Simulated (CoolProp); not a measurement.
n-nonane along the isotherm 600 K: fugacity coefficient from the reference equation and from simpler models built on Tc = 594.5 K, pc = 2282 kPa, ω = 0.443; each cubic takes its own stable root.

Model: reference Helmholtz-energy equation of state, Lemmon 2006, in CoolProp. It is a short technical equation, of lower accuracy than the large ones.

| p (kPa) | phase | reference | van der Waals | Redlich-Kwong | Peng-Robinson |
|---|---|---|---|---|---|
| 72.2 | gas | 0.9893 | 0.9908 | 0.9895 | 0.9884 |
| 164 | gas | 0.9758 | 0.9792 | 0.9763 | 0.9738 |
| 374 | gas | 0.9450 | 0.9526 | (withheld) | (withheld) |
| 851 | gas | (withheld) | 0.8924 | 0.8788 | 0.8676 |
| 1940 | gas | 0.7175 | 0.7526 | 0.7273 | 0.7079 |
| 4410 | supercritical | 0.4056 | 0.4608 | 0.4291 | (withheld) |
| 10000 | supercritical | 0.2476 | 0.3291 | 0.2787 | 0.2575 |
| 22800 | supercritical | 0.2102 | (withheld) | 0.2574 | (withheld) |

### Question
Some entries are withheld; supply them.

### Answer

- 374, Redlich-Kwong: 0.9461
- 374, Peng-Robinson: 0.9407
- 851, reference: 0.8758
- 4410, Peng-Robinson: 0.4115
- 22800, van der Waals: 0.3777
- 22800, Peng-Robinson: 0.2210
